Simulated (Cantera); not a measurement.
Feed: 1 mol TiC, 0.058 mol H2, equilibrated at 2775 K and 2.60 bar.

Equilibrium computed with Cantera from the NASA thermochemical tables; the gas is ideal and each condensed phase is pure. Candidate condensed phases: C, C6H6, C7H8, C8H18, Ti, TiC; 77 gas species. TiC: taken at fixed stoichiometry. Rates play no part.

Base state: H2 0.954, H 0.0454, Ti 0.000232, C2H2 (acetylene) 0.000102, CH4 1.41e-5, CH3 1.13e-5 (mole fractions); condensed: TiC(s).

Question: What changes in the equilibrium state with this change: temperature from 2775 K to 2273.15 K?

Answer: 
| species | before | after |
|---|---|---|
| H2 | 0.954 | 0.995 |
| H | 0.0454 | 0.00520 |
| Ti | 0.000232 | 4.58e-6 |
| C2H2 (acetylene) | 0.000102 | 1.66e-7 |
| CH3 | 1.13e-5 | 3.81e-7 |
| CH4 | 1.41e-5 | 3.86e-6 |
| TiC(s), mol | 1.000 | 1.00 |
